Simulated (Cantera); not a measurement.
Input: 1 mol KOH, 0.11 mol H2, 0.085 mol O2, held at 600 °C and 13300 Pa.

Method: chemical equilibrium by Gibbs-energy minimisation in Cantera with the NASA 1993 tables (ideal gas, pure condensed phases). Candidate condensed phases: H2O, K, KOH, KO2, K2O, K2O2; 15 gas species. Equilibrium is a limit: real reactors are often held back by kinetics, nucleation or transport.

Task: What is the equilibrium state?

Result: 
```json
{
 "x(H2O)": "0.785",
 "x(O2)": "0.214",
 "x(KOH)": "0.000507",
 "x(K2(OH)2)": "0.000117",
 "n(KOH(l))": "1.000 mol",
 "gas_amount": "0.1401 mol",
 "log10 activity of K(l) (absent)": "-11.01"
}
```
